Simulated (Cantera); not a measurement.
**Zr + N₂ (tantalum, niobium, vanadium and zirconium in process gases)**

Charge: 1 mol Zr, 3.2 mol N₂, equilibrated at 2250 K and 0.000180 bar.

Cantera equilibrium calculation (NASA polynomials, part measured and part estimated; ideal gas, pure solids and liquids). Candidate condensed phases: Zr, ZrN; 4 gas species. ZrN: taken at fixed stoichiometry. The numbers say what is thermodynamically allowed, not how fast it happens.

x(N₂): 1.000
x(Zr): 1.07e-5
x(N): 1.67e-6
n(ZrN(s)): 1.000 mol
gas amount: 2.700 mol
log10 activity of Zr(l) (absent): -1.82
